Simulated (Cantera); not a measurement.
Charge: 1 mol FeS2, 2.6 mol H2S, 0.3 mol CO2, held at 1.00 bar.

These are equilibrium values from Cantera (NASA tables, ideal gas, pure condensed phases), not measurements of a reactor. Candidate condensed phases: C, C6H6, C7H8, C8H18, Fe, Fe(CO)5, FeO, Fe(OH)2, Fe(OH)3, FeS, FeSO4, FeS2, Fe2O3, Fe2(SO4)3, Fe3O4, H2O, H2SO4, S; 127 gas species. FeS: taken at fixed stoichiometry. Gases not in the tables: S3 to S7. Kinetics and transport are ignored.

Problem. Which condensed phases are stable at each of these points (T (K)): 775, 925, 1075, 1225, 1375, 1525, 1675, 1825?

Solution. 
| T (K) | condensed phases | Fe condensed (%) |
|---|---|---|
| 775 | FeS2(s) | 100.0 |
| 925 | FeS(s) + FeS2(s) | 100.0 |
| 1075 | FeS(s) | 100.0 |
| 1225 | FeS(s) | 100.0 |
| 1375 | FeS(s) | 100.0 |
| 1525 | FeS(l) | 100.0 |
| 1675 | FeS(l) | 100.0 |
| 1825 | FeS(l) | 100.0 |

At 775 K the condensed part is FeS2(s). At 925 K the condensed part is FeS(s) + FeS2(s). From 1075 K to 1375 K the condensed part is FeS(s). From 1525 K to 1825 K the condensed part is FeS(l).
